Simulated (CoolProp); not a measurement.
Model: reference Helmholtz-energy equation of state, de Vries 1995, in CoolProp.

Problem. For R124, give the phase and the Z, Prandtl number at 420.4 K and 0.453 MPa; 420.4 K and 0.906 MPa; 420.4 K and 1.13 MPa.

Solution. 
- 420.4 K and 0.453 MPa: gas; Z 0.964, Prandtl number 0.687
- 420.4 K and 0.906 MPa: gas; Z 0.927, Prandtl number 0.697
- 420.4 K and 1.13 MPa: gas; Z 0.908, Prandtl number 0.703

Viscosity comes from a separate model (Bell 2016), an estimate that may be off by 10 % or more. Thermal conductivity comes from a separate model (Huber 2003), an estimate that may be off by 10 % or more.
